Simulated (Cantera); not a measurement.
Cantera run:

```python
import numpy as np
import cantera as ct

gas_names = """
    CL CL2 H HCL H2 Na NaCL NaH Na2 Na2CL2
""".split()
cond_names = """
    Na(cr) Na(L) NaCL(s) NaCL(L)
""".split()


# ... load() reads the species with a 1 bar reference pressure and builds the phases ...
atoms = {
    'NaCl': {'Na': 1, 'CL': 1},
    'HCl': {'H': 1, 'CL': 1},
    'H2': {'H': 2},
}
top_T = {}  # K; cautious upper limits of use, not melting points


# ... equilibrate(T, P, feed) seeds the gas with the atoms and calls Mixture.equilibrate('TP', solver="vcs", rtol=1e-11, max_steps=5000) ...
results = []
feed = {'NaCl': 1, 'HCl': 0.098, 'H2': 1}  # mol
P = 0.56  # Pa
for T in [1248, 1323, 1398, 1473, 1548, 1623, 1698, 1773, 1848, 1923]:
    mix = equilibrate(T, P, feed)
    results.append((T, P, feed, dict(zip(mix.species_names, mix.species_moles))))
    x = sorted(zip(gas.X, gas.species_names), reverse=True)
    print(f"T = {T:g} K  P = {P:g} Pa  gas = {mix.phase_moles(0):.4g} mol")
    print("   x: " + "  ".join(f"{s} {v:.3e}" for v, s in x if v > 0.001))
    print("   condensed (mol): " + ("  ".join(f"{mix.phase(i).name} {mix.phase_moles(i):.4g}"
          for i in range(1, mix.n_phases) if mix.phase_moles(i) > 1e-12) or "none"))
```

Result:

```
T = 1248 K  P = 0.56 Pa  gas = 2.102 mol
   x: H2 4.740e-01  NaCL 4.721e-01  HCL 5.017e-02  Na 3.556e-03
   condensed (mol): none
T = 1323 K  P = 0.56 Pa  gas = 2.108 mol
   x: H2 4.696e-01  NaCL 4.652e-01  HCL 5.560e-02  Na 9.156e-03
   condensed (mol): none
T = 1398 K  P = 0.56 Pa  gas = 2.12 mol
   x: H2 4.613e-01  NaCL 4.522e-01  HCL 6.549e-02  Na 1.943e-02  H 1.358e-03
   condensed (mol): none
T = 1473 K  P = 0.56 Pa  gas = 2.14 mol
   x: H2 4.482e-01  NaCL 4.322e-01  HCL 8.039e-02  Na 3.511e-02  H 3.579e-03
   condensed (mol): none
T = 1548 K  P = 0.56 Pa  gas = 2.17 mol
   x: H2 4.293e-01  NaCL 4.047e-01  HCL 9.976e-02  Na 5.618e-02  H 8.526e-03  CL 1.582e-03
   condensed (mol): none
T = 1623 K  P = 0.56 Pa  gas = 2.214 mol
   x: H2 4.035e-01  NaCL 3.695e-01  HCL 1.219e-01  Na 8.210e-02  H 1.855e-02  CL 4.416e-03
   condensed (mol): none
T = 1698 K  P = 0.56 Pa  gas = 2.281 mol
   x: H2 3.696e-01  NaCL 3.266e-01  HCL 1.436e-01  Na 1.119e-01  H 3.715e-02  CL 1.123e-02
   condensed (mol): none
T = 1773 K  P = 0.56 Pa  gas = 2.382 mol
   x: H2 3.264e-01  NaCL 2.760e-01  HCL 1.593e-01  Na 1.439e-01  H 6.868e-02  CL 2.576e-02
   condensed (mol): none
T = 1848 K  P = 0.56 Pa  gas = 2.537 mol
   x: H2 2.740e-01  NaCL 2.183e-01  Na 1.759e-01  HCL 1.619e-01  H 1.173e-01  CL 5.266e-02
   condensed (mol): none
T = 1923 K  P = 0.56 Pa  gas = 2.766 mol
   x: H2 2.143e-01  Na 2.044e-01  H 1.843e-01  NaCL 1.571e-01  HCL 1.456e-01  CL 9.421e-02
   condensed (mol): none
```

Equilibrium computed with Cantera from the NASA thermochemical tables; the gas is ideal and each condensed phase is pure.
